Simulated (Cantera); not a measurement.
**Ammonia decomposition in nitride growth gas**

An isothermal, constant-pressure homogeneous reactor starts with 41.7 % NH3, 58.3 % H2, at 1650 K and 0.380 bar.

Detailed kinetics in Cantera: the gas-phase N/H chemistry of the illustrative SiF4/NH3 mechanism in the Surface Chemkin manual (1991). Walls and surfaces, which speed up NH3 decomposition in real reactors, are not modelled.

| t (s) | x NH3 | x H2 | x NH | x H | x N |
|---|---|---|---|---|---|
| 3.00e-5 | 0.417 | 0.583 | 2.21e-11 | 3.55e-7 | <1e-12 |
| 0.000144 | 0.417 | 0.583 | 5.61e-10 | 1.70e-6 | <1e-12 |
| 0.000695 | 0.417 | 0.583 | 1.31e-8 | 8.15e-6 | 7.06e-11 |
| 0.00334 | 0.417 | 0.583 | 2.28e-7 | 3.41e-5 | 5.09e-9 |
| 0.0161 | 0.416 | 0.584 | 4.64e-7 | 4.89e-5 | 1.47e-8 |
| 0.0775 | 0.413 | 0.586 | 4.63e-7 | 4.92e-5 | 1.47e-8 |
| 0.373 | 0.400 | 0.594 | 4.58e-7 | 5.04e-5 | 1.47e-8 |
| 1.79 | 0.344 | 0.630 | 4.32e-7 | 5.59e-5 | 1.46e-8 |
| 8.63 | 0.192 | 0.728 | 3.31e-7 | 7.54e-5 | 1.33e-8 |
| 41.6 | 0.0436 | 0.825 | 1.33e-7 | 0.000113 | 7.11e-9 |
| 200 | 0.00641 | 0.849 | 2.58e-8 | 0.000134 | 1.60e-9 |
x: mole fraction; the columns are a selection and need not sum to one.

Equilibrium at this temperature and pressure: NH3 4.66e-6, H2 0.853, NH 1.95e-11, H 0.000137, N 1.23e-12 (gas phase only).
